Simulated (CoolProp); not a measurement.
The fluid at 298.15 K and 0.196 MPa expands adiabatically to 0.0132 MPa with isentropic efficiency 1. The same conditions are run with several fluids, on thermodynamics alone (safety and materials aside).

Model: reference Helmholtz-energy equation of state of each fluid (ethylene: Smukala 2000; R152A: Outcalt 1996; R404A: Lemmon 2003; vinyl chloride: Thol 2022), in CoolProp. Blends and air are pseudo-pure fits.

Q: Rank ethylene, R152A, R404A, vinyl chloride by work (kJ/kg), highest first.

A: ethylene (179), vinyl chloride (85.8), R152A (82.6), R404A (58.4)

```
fluid           final temperature (K)                       final phase  final density (kg/m³)
--------------  ---------------------  --------------------------------  ---------------------
ethylene                        162.5                               gas                  0.275
R152A                           211.2  two-phase, vapour fraction 0.980                  0.512
R404A                           221.0                               gas                  0.706
vinyl chloride                  218.7  two-phase, vapour fraction 0.928                  0.492
```
